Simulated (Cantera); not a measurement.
A perfectly stirred reactor is fed with 7.43 % CH4, 5.45 % CO, 18.3 % O2, 68.8 % N2, equivalence ratio 0.96, at 10500 Torr; it is adiabatic with a 700 K inlet, and is followed from long to short residence time, starting on the burning branch (τ in s: 0.063, 0.022, 0.0077, 0.0027, 0.00094, 0.00033, 0.00012, 4e-05, 1.4e-05).

Model: GRI-Mech 3.0 (53 species, 325 reactions), integrated in Cantera. The pressure lies above the range GRI-Mech 3.0 was tuned for (to about 10 atm).

**Question.** Predict: blow-out, bracketed by the residence times tried; x(CH4) at τ = 63.0 ms; x(CO) at τ = 63.0 ms; x(O2) at τ = 63.0 ms; x(NO) at τ = 63.0 ms; x(NO2) at τ = 63.0 ms; x(CH4) at τ = 0.940 ms; x(CO) at τ = 0.940 ms; x(O2) at τ = 0.940 ms; x(NO) at τ = 0.940 ms; x(NO2) at τ = 0.940 ms.

**Answer.** 
| Property | Value |
|---|---|
| blow-out, bracketed by the residence times tried | burning at 14.0 µs, the shortest tried |
| x(CH4) at τ = 63.0 ms | 2.62e-7 |
| x(CO) at τ = 63.0 ms | 0.0117 |
| x(O2) at τ = 63.0 ms | 0.0110 |
| x(NO) at τ = 63.0 ms | 0.00474 |
| x(NO2) at τ = 63.0 ms | 3.58e-6 |
| x(CH4) at τ = 0.940 ms | 1.47e-5 |
| x(CO) at τ = 0.940 ms | 0.0140 |
| x(O2) at τ = 0.940 ms | 0.0138 |
| x(NO) at τ = 0.940 ms | 0.00139 |
| x(NO2) at τ = 0.940 ms | 1.29e-6 |
